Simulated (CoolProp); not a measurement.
The fluid at 298.15 K and 0.721 MPa is throttled through a valve to 0.143 MPa with no heat exchange. The same conditions are run with several fluids, on thermodynamics alone (safety and materials aside).

The numbers come from the reference Helmholtz-energy equation of state of each fluid (ammonia: Gao 2020; methane: Setzmann 1991; R404A: Lemmon 2003; nitrous oxide: Lemmon 2006; carbon monoxide: Lemmon 2006) in CoolProp. Blends and air are pseudo-pure fits.

| fluid | temperature change (K) | final density (kg/m³) |
|---|---|---|
| ammonia | -17.6 | 1.06 |
| methane | -2.5 | 0.936 |
| R404A | -11.2 | (withheld) |
| nitrous oxide | -6.5 | (withheld) |
| carbon monoxide | -1.5 | (withheld) |

Problem. Fill in the missing entries.

Solution. 
- R404A, final density (kg/m³): 6.01
- nitrous oxide, final density (kg/m³): 2.62
- carbon monoxide, final density (kg/m³): 1.62
